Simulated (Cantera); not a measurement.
Cantera run:

```python
import numpy as np
import cantera as ct

gas_names = """
    Hg N N2
""".split()
cond_names = """
    Hg(cr) Hg(L)
""".split()


# ... load() reads the species with a 1 bar reference pressure and builds the phases ...
atoms = {
    'Hg': {'Hg': 1},
    'N2': {'N': 2},
}
top_T = {}  # K; cautious upper limits of use, not melting points


# ... equilibrate(T, P, feed) seeds the gas with the atoms and calls Mixture.equilibrate('TP', solver="vcs", rtol=1e-11, max_steps=5000) ...
results = []
feed = {'Hg': 1, 'N2': 14}  # mol
P = 710000  # Pa
for T in [550, 650, 750, 850, 950, 1050, 1150, 1250, 1350]:
    mix = equilibrate(T, P, feed)
    results.append((T, P, feed, dict(zip(mix.species_names, mix.species_moles))))

top = {s: max(r[3][s] / sum(r[3][g] for g in gas_names) for r in results) for s in gas_names}
cols = sorted((s for s in top if top[s] > 0.0001), key=lambda s: -top[s])[:7]
seen = [c for c in cond_names if any(r[3].get(c, 0) > 1e-12 for r in results)]
print("log10 of partial pressures in bar; condensed amounts in mol")
print(f"{'T/K':>10s}" + "".join(f"{s[:9]:>10s}" for s in cols + seen))
for T, P, feed, n in results:
    ng = sum(n[g] for g in gas_names)
    print(f"{T:10.4g}" + "".join(f"{np.log10(max(n[s] / ng * P / 1e5, 1e-99)):10.3f}" for s in cols)
          + "".join(f"{n.get(c, 0):10.4g}" for c in seen))
```

Output:

```
log10 of partial pressures in bar; condensed amounts in mol
       T/K        N2        Hg     Hg(L)
       550     0.839    -0.716    0.6101
       650     0.821    -0.325         0
       750     0.821    -0.325         0
       850     0.821    -0.325         0
       950     0.821    -0.325         0
      1050     0.821    -0.325         0
      1150     0.821    -0.325         0
      1250     0.821    -0.325         0
      1350     0.821    -0.325         0
```

Method: chemical equilibrium by Gibbs-energy minimisation in Cantera with the NASA 1993 tables (ideal gas, pure condensed phases).
